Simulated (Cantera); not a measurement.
Charge: 1 mol SiHCl3, 0.28 mol C2H2, 1700 mol H2, held at 1575 K and 1.00 Torr.

These are equilibrium values from Cantera (NASA tables, ideal gas, pure condensed phases), not measurements of a reactor. Candidate condensed phases: C, C6H6, C7H8, C8H18, Si, SiC; 109 gas species. Mutual solubility and eutectic melting of coexisting phases are not modelled. The numbers say what is thermodynamically allowed, not how fast it happens.

Base state: H2 0.997, HCl 0.00174, H 0.00114, Si 4.31e-5, SiCl2 1.03e-5 (mole fractions); condensed: Si(s) + SiC(s).

Problem. What changes in the equilibrium state with this change: temperature from 1575 K to 2523.15 K?

Solution. 
| species | before | after |
|---|---|---|
| H | 0.00114 | 0.524 |
| H2 | 0.997 | 0.474 |
| HCl | 0.00174 | 0.000730 |
| Si | 4.31e-5 | 0.000428 |
| C2H2 (acetylene) | 1.95e-9 | 9.67e-5 |
| C | <1e-9 | 2.24e-5 |
| Si(s), mol | 0.334 | 0 |
| SiC(s), mol | 0.560 | 0 |

Problem. What changes in the equilibrium state with this change: pressure from 1.00 Torr to 750 Torr?

Solution. 
| species | before | after |
|---|---|---|
| H2 | 0.997 | 0.998 |
| HCl | 0.00174 | 0.00174 |
| H | 0.00114 | 4.15e-5 |
| Si | 4.31e-5 | 5.74e-8 |
| SiCl2 | 1.03e-5 | 1.03e-5 |
| CH4 | 2.32e-8 | 1.75e-5 |
| Si(s), mol | 0.334 | 0.442 |
| SiC(s), mol | 0.560 | 0.530 |
